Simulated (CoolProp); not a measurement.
Properties of dodecamethylcyclohexasiloxane (D6) along the isotherm 620 K.

Values from CoolProp's reference Helmholtz-energy equation of state, Colonna 2008. It is a short technical equation, of lower accuracy than the large ones.

| p (kPa) | phase | speed of sound (m/s) | fugacity coefficient |
|---|---|---|---|
| 4.56 | gas | 107.9 | 0.9977 |
| 6.88 | gas | 107.8 | 0.9966 |
| 10.4 | gas | 107.6 | 0.9948 |
| 15.7 | gas | 107.3 | 0.9922 |
| 23.6 | gas | 106.9 | 0.9882 |
| 35.6 | gas | 106.3 | 0.9823 |
| 53.8 | gas | 105.3 | 0.9733 |
| 81.1 | gas | 103.8 | 0.9599 |
| 122 | gas | 101.5 | 0.9400 |
| 185 | gas | 97.80 | 0.9099 |
| 278 | gas | 92.05 | 0.8664 |
| 420 | gas | 82.15 | 0.8018 |
| 634 | gas | 60.57 | 0.7068 |
| 956 | liquid | 139.3 | 0.5015 |
| 1440 | liquid | 166.4 | 0.3602 |
